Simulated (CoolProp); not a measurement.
The fluid at 298.15 K and 0.474 MPa is compressed adiabatically to 3.12 MPa with isentropic efficiency 0.75. The same conditions are run with several fluids, on thermodynamics alone (safety and materials aside).

Model: reference Helmholtz-energy equation of state of each fluid (ammonia: Gao 2020; nitrogen: Span 2000; hydrogen chloride: Thol 2018; oxygen: Schmidt 1985; nitrous oxide: Lemmon 2006), in CoolProp.

Question: Rank ammonia, nitrogen, hydrogen chloride, oxygen, nitrous oxide by work (kJ/kg), highest first.

Answer: ammonia (429), nitrogen (296), oxygen (257), hydrogen chloride (220), nitrous oxide (168)

```
fluid              final temperature (K)  final density (kg/m³)
-----------------  ---------------------  ---------------------
ammonia                            494.4                   13.6
nitrogen                           579.2                   17.9
hydrogen chloride                  578.1                   24.1
oxygen                             567.8                   21.0
nitrous oxide                      481.1                   35.4
```

Above 300 K oxygen's equation is extrapolated.
